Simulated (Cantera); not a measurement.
An adiabatic, constant-pressure homogeneous reactor starts with C3H8 : O2 : N2 = 1 : 3.85 : 14.5 (molar parts), equivalence ratio 1.3, at 1450 K and 230000 Pa.

Detailed kinetics in Cantera: GRI-Mech 3.0 (53 species, 325 reactions). GRI-Mech 3.0 was tuned for natural gas; its chemistry of propane as a main component is partial and can be far from experiment.

Problem. Predict: time of steepest temperature rise; temperature at 0.300 s; equilibrium temperature; x(O2) at 0.300 s; x(HO2) at 0.300 s; x(NO) at 0.300 s; x(HCN) at 0.300 s; x(HCO) at 0.300 s.

Solution. 
```json
{
 "time_of_steepest_temperature_rise": "84.8 µs",
 "temperature at 0.300 s": "2822 K",
 "equilibrium_temperature": "2822 K",
 "x(O2) at 0.300 s": "0.00400 (gas-phase equilibrium 0.00400)",
 "x(HO2) at 0.300 s": "2.22e-6 (gas-phase equilibrium 2.22e-6)",
 "x(NO) at 0.300 s": "0.00480 (gas-phase equilibrium 0.00480)",
 "x(HCN) at 0.300 s": "1.54e-8 (gas-phase equilibrium 1.54e-8)",
 "x(HCO) at 0.300 s": "2.01e-7 (gas-phase equilibrium 2.01e-7)"
}
```
